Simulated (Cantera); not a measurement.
Input (Python, Cantera):

```python
import numpy as np
import cantera as ct

gas = ct.Solution("gri30.yaml")
gas.TPX = 1423, 3400, {'H2': 0.019, 'O2': 1}
inlet = ct.Reservoir(gas, clone=True)

reactor = ct.IdealGasConstPressureReactor(gas, energy="off", clone=False)
exhaust = ct.Reservoir(gas, clone=True)
tau = [3.7, 1.5, 0.62, 0.25, 0.1, 0.043, 0.018, 0.0072, 0.003, 0.0012, 0.0005][0]
for a, b in ((inlet, reactor), (reactor, exhaust)):
    ct.MassFlowController(a, b, mdot=lambda t: reactor.mass / tau)
net = ct.ReactorNet([reactor])
show = ['H2', 'O2', 'HO2', 'H2O2', 'H2O', 'H']

rows = []
print(f"{'tau/s':>10s}{'T/K':>9s}" + "".join(f"{s:>11s}" for s in show))
for tau in [3.7, 1.5, 0.62, 0.25, 0.1, 0.043, 0.018, 0.0072, 0.003, 0.0012, 0.0005]:
    net.initial_time = 0.0
    net.advance(30 * tau)
    before = gas.X
    net.advance(40 * tau)
    drift = np.max(np.abs(gas.X - before) / (gas.X + 1e-9))
    rows.append([gas.T, *gas[show].X, drift])
    print(f"{tau:10.3e}{gas.T:9.1f}" + "".join(f"{x:11.3e}" for x in gas[show].X))
```

It prints:

```
     tau/s      T/K         H2         O2        HO2       H2O2        H2O          H
 3.700e+00   1423.0  1.209e-05  9.802e-01  2.830e-07  1.079e-08  1.852e-02  8.515e-06
 1.500e+00   1423.0  2.088e-05  9.796e-01  4.220e-07  1.497e-08  1.840e-02  2.035e-05
 6.200e-01   1423.0  3.520e-05  9.786e-01  6.039e-07  1.991e-08  1.825e-02  4.641e-05
 2.500e-01   1423.0  5.930e-05  9.769e-01  8.362e-07  2.566e-08  1.803e-02  1.031e-04
 1.000e-01   1423.0  9.859e-05  9.745e-01  1.100e-06  3.169e-08  1.774e-02  2.117e-04
 4.300e-02   1423.0  1.558e-04  9.718e-01  1.342e-06  3.696e-08  1.742e-02  3.675e-04
 1.800e-02   1423.0  2.538e-04  9.690e-01  1.563e-06  4.199e-08  1.703e-02  5.640e-04
 7.200e-03   1423.0  4.527e-04  9.669e-01  1.759e-06  4.774e-08  1.654e-02  7.656e-04
 3.000e-03   1423.0  8.602e-04  9.660e-01  1.940e-06  5.554e-08  1.585e-02  9.356e-04
 1.200e-03   1423.0  1.804e-03  9.663e-01  2.141e-06  6.761e-08  1.458e-02  1.090e-03
 5.000e-04   1423.0  3.749e-03  9.679e-01  2.291e-06  7.987e-08  1.238e-02  1.158e-03
```

Detailed kinetics in Cantera: GRI-Mech 3.0 (53 species, 325 reactions). Radical loss at walls, strong at low pressure, is not modelled.
